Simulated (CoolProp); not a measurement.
Vapour-liquid equilibrium of acetone (1) + toluene (2) at 7.14 kPa; x and y are mole fractions of (1).

Computed with CoolProp (multi-fluid Helmholtz-energy mixture model, Lemmon 2006 and Lemmon 2006; pair parameters Bell 2016).

Q: Give the bubble temperature and the first vapour's composition at x = 0.05, 0.25, 0.85. Is there an azeotrope?

A: x = 0.05: 300.1 K, y = 0.438; x = 0.25: 283.2 K, y = 0.813; x = 0.85: 270.5 K, y = 0.972. No azeotrope shows between x = 0.05 and 0.95.

Pair parameters are fitted to limited data, so mixtures are less certain than the pure fluids.
